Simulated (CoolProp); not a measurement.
The fluid at 319.68 K and 0.584 MPa (stagnation) flows isentropically through a choked orifice. The same conditions are run with several fluids, on thermodynamics alone (safety and materials aside).

Values from CoolProp's reference Helmholtz-energy equation of state of each fluid (R115: Lemmon 2016; R22: Kamei 1995; R13: Platzer 1990; R125: Lemmon 2005; CH2F2 (R32): Tillner-Roth 1997). The equations of Platzer and Polt are older, rougher fits.

Rank R115, R22, R13, R125, CH2F2 (R32) by throat to inlet pressure ratio, highest first.

R115 (0.599), R125 (0.592), R13 (0.579), R22 (0.574), CH2F2 (R32) (0.558)

```csv
fluid,mass flux (kg/(m² s)),throat temperature (K)
R115,2860,306.2
R22,2200,293.1
R13,2370,298.0
R125,2520,304.2
CH2F2 (R32),1740,284.8
```
